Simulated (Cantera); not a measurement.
Input (Python, Cantera):

```python
import numpy as np
import cantera as ct

gas = ct.Solution("gri30.yaml")


def delay(T, t_max=10):
    gas.TPX = T, 900000, {'CH4': 1, 'O2': 1, 'N2': 3.76}
    reactor = ct.IdealGasConstPressureReactor(gas, clone=False)
    net = ct.ReactorNet([reactor])
    net.rtol, net.atol = 1e-8, 1e-16
    while net.time < t_max:
        t_old, T_old = net.time, reactor.T
        net.step()
        if reactor.T > T + 400:  # ignition: a rise of 400 K
            return t_old + (T + 400 - T_old) / (reactor.T - T_old) * (net.time - t_old)
    return np.nan


taus = []
for T in [1300, 1400, 1500, 1600, 1700, 1800, 1900]:
    taus.append(delay(T))
    print(f"T0 = {T:6g} K   tau = {taus[-1]:.4e} s")
```

Result:

```
T0 =   1300 K   tau = 2.3627e-03 s
T0 =   1400 K   tau = 7.9023e-04 s
T0 =   1500 K   tau = 2.8431e-04 s
T0 =   1600 K   tau = 1.0929e-04 s
T0 =   1700 K   tau = 4.5356e-05 s
T0 =   1800 K   tau = 2.0650e-05 s
T0 =   1900 K   tau = 1.0397e-05 s
```

Model: GRI-Mech 3.0 (53 species, 325 reactions), integrated in Cantera.
